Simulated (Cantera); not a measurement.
An isothermal, constant-pressure homogeneous reactor starts with CO : O2 : H2O : N2 = 0.012 : 0.063 : 0.0017 : 1 (molar parts), equivalence ratio 0.095, at 1250 K and 10.0 bar.

Detailed kinetics in Cantera: GRI-Mech 3.0 (53 species, 325 reactions).

x: mole fraction; the columns are a selection and need not sum to one.

| t (s) | x CO | x O2 | x H2O | x NO | x NO2 | x H |
|---|---|---|---|---|---|---|
| 1.00e-6 | 0.0111 | 0.0585 | 0.00158 | <1e-12 | <1e-12 | <1e-12 |
| 2.68e-6 | 0.0111 | 0.0585 | 0.00158 | <1e-12 | <1e-12 | 1.33e-12 |
| 7.20e-6 | 0.0111 | 0.0585 | 0.00158 | <1e-12 | <1e-12 | 7.60e-12 |
| 1.93e-5 | 0.0111 | 0.0585 | 0.00158 | <1e-12 | <1e-12 | 3.38e-11 |
| 5.18e-5 | 0.0111 | 0.0585 | 0.00158 | <1e-12 | <1e-12 | 1.23e-10 |
| 0.000139 | 0.0111 | 0.0585 | 0.00158 | <1e-12 | <1e-12 | 4.80e-10 |
| 0.000373 | 0.0111 | 0.0585 | 0.00158 | <1e-12 | <1e-12 | 2.94e-9 |
| 0.00100 | 0.0111 | 0.0585 | 0.00158 | 1.48e-11 | 1.61e-12 | 6.38e-8 |
| 0.00268 | 0.0103 | 0.0581 | 0.00157 | 9.38e-10 | 3.72e-10 | 1.17e-7 |
| 0.00720 | 0.00830 | 0.0572 | 0.00157 | 8.76e-9 | 4.38e-9 | 9.55e-8 |
| 0.0193 | … | 0.0555 | 0.00158 | … | … | … |
| 0.0518 | … | 0.0540 | 0.00158 | … | … | … |
| 0.139 | 0.000160 | 0.0533 | 0.00159 | 2.24e-7 | 1.81e-7 | 1.48e-9 |
| 0.373 | 1.96e-6 | 0.0532 | 0.00159 | 4.05e-7 | 3.86e-8 | 2.20e-11 |
| 1.00 | 2.51e-9 | 0.0532 | 0.00159 | 4.36e-7 | 9.86e-9 | 1.60e-12 |

Q: Fill in the missing entries.

A: 
- 0.0193, x CO: 0.00490
- 0.0193, x NO: 4.62e-8
- 0.0193, x NO2: 2.78e-8
- 0.0193, x H: 5.42e-8
- 0.0518, x CO: 0.00153
- 0.0518, x NO: 1.34e-7
- 0.0518, x NO2: 1.04e-7
- 0.0518, x H: 1.53e-8
